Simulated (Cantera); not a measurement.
**Thermodynamics of fluorocarbon and chlorocarbon gases, feed CH3F + HCl**

A closed system holds: 1 mol CH3F, 0.45 mol HCl, equilibrated at 10.0 Torr.

These are equilibrium values from Cantera (NASA tables, ideal gas, pure condensed phases), not measurements of a reactor. Candidate condensed phases: C, C6H6, C7H8, C8H18; 135 gas species. Ions and electrons are included (thermal ionisation). The tables' values for CCl are old estimates; treat these amounts as uncertain. Rates play no part.

| T (°C) | log p H | log p HF | log p F | log p C | log p H2 | log p Cl | log p C3 | log p HCl | log p C2 | n C(graphite) |
|---|---|---|---|---|---|---|---|---|---|---|
| 2727 | -2.23 | -2.43 | -4.02 | -4.30 | -2.86 | -2.90 | -3.51 | -3.36 | -4.50 | 0.628 |
| 3227 | -2.12 | -2.77 | -2.98 | -3.12 | -3.78 | -2.91 | -3.31 | -4.40 | -3.67 | 0 |
| 3727 | -2.11 | -3.59 | -2.69 | -2.70 | -4.62 | -2.98 | -4.55 | -5.31 | -3.97 | 0 |
| 4227 | -2.11 | -4.42 | -2.65 | -2.65 | -5.29 | -2.99 | -6.36 | -5.99 | -4.77 | 0 |
| 4727 | -2.11 | -5.12 | -2.65 | -2.65 | -5.83 | -2.99 | -7.91 | -6.52 | -5.47 | 0 |
log p: log10 of the partial pressure in bar; n: condensed amount in mol.

At 2727 °C the condensed part is C(graphite). From 3227 °C to 4727 °C nothing is condensed. The main C-bearing gas is C3 at 2727 °C and C at 4727 °C.
